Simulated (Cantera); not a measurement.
Charge: 1 mol Fe2O3, 2.1 mol Cl2, held at 1400 K and 0.255 Torr.

Method: chemical equilibrium by Gibbs-energy minimisation in Cantera with the NASA 1993 tables (ideal gas, pure condensed phases). Candidate condensed phases: Fe, FeCl2, FeCl3, FeO, Fe2O3, Fe3O4; 13 gas species. Rates play no part.

Base state: FeCl2 0.478, O2 0.367, Cl 0.142, Cl2 0.00848, FeCl3 0.00515, ClO 4.46e-5, O 3.11e-5 (mole fractions); condensed: Fe3O4(s).

**Question.** What changes in the equilibrium state with this change: 0.5 mol NH3 added?

**Answer.** 
```json
[
 {"species": "HCl", "before": "0", "after": "0.331"},
 {"species": "FeCl2", "before": "0.478", "after": "0.279"},
 {"species": "O2", "before": "0.367", "after": "0.221"},
 {"species": "N2", "before": "0", "after": "0.0591"},
 {"species": "H2O", "before": "0", "after": "0.0118"},
 {"species": "Cl", "before": "0.142", "after": "0.0917"},
 {"species": "NO", "before": "0", "after": "0.000204"},
 {"species": "OH", "before": "0", "after": "7.90e-5"},
 {"species": "FeCl3", "before": "0.00515", "after": "0.00194"},
 {"species": "Cl2", "before": "0.00848", "after": "0.00354"},
 {"species": "ClO", "before": "4.46e-5", "after": "2.24e-5"},
 {"species": "Fe3O4(s), mol", "before": "0.0683", "after": "0.271"}
]
```
Further candidate phases: Fe(OH)2, Fe(OH)3, H2O, NH4Cl.
